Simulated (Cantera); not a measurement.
An isothermal, constant-pressure homogeneous reactor starts with H₂ : O₂ = 0.045 : 1 (molar parts), equivalence ratio 0.022, at 1375 K and 0.0132 atm.

Cantera simulation using the H2/O2 subset of GRI-Mech 3.0, which has no nitrogen chemistry; the numbers are that mechanism's predictions, not measurements. Radical loss at walls, strong at low pressure, is not modelled. The temperature is held fixed by assumption; the heat of reaction is taken as removed at once.

One state of this run: x H₂ = 0.000595; x O₂ = 0.923; x H₂O₂ = 4.90e-8; x O = 0.0297; x H₂O = 0.0382. x: mole fraction; the columns are a selection and need not sum to one.

Task: Which value of t (s) does it belong to?
A. 0.0100
B. 10.0
C. 0.158
D. 0.631

Result: A, 0.0100
